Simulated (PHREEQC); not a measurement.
**Alkaline etch or developer (model solution)**

A solution holds 8.4 mmol/kgw NaOH, 10 mmol/kgw CO2 and 0.03 mmol/kgw (CH3)4NCl, at 90 °C. Closed to the air; pH follows from the charge balance.

The numbers come from PHREEQC with the ion-association model, phreeqc.dat.

No solid was allowed to form.

**Question.** What pH, specific conductance, ionic strength does the model give?

**Answer.** pH 7.04; specific conductance 2080 µS/cm; ionic strength 0.00840 mol/kgw.

**Question.** In which forms is C present?

**Answer.** HCO3- 83 %, CO2 16 % of the C.

(CH3)4N+ isn't in the database: it is added as a free cation with an ion size of 4 Å. At this temperature some constants are extrapolated from 25 °C, and those without enthalpy data are left unchanged.
